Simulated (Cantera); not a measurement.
A perfectly stirred reactor is fed with H2 : O2 = 0.14 : 4.2 (molar parts), equivalence ratio 0.017, at 0.00740 atm; it is held at 1300 K, and followed from long to short residence time.

Computed with Cantera and the H2/O2 subset of GRI-Mech 3.0, which has no nitrogen chemistry. Radical loss at walls, strong at low pressure, is not modelled.

One state of this run: x H2 = 0.00361; x O2 = 0.944; x HO2 = 1.17e-6; x H2O = 0.0244; x H = 0.00389; x OH = 0.00456. x: mole fraction; the columns are a selection and need not sum to one.

### Question
Which value of τ (s) does it belong to?
A) 0.011
B) 0.029
C) 0.49
D) 0.0045

### Answer
D, 0.0045
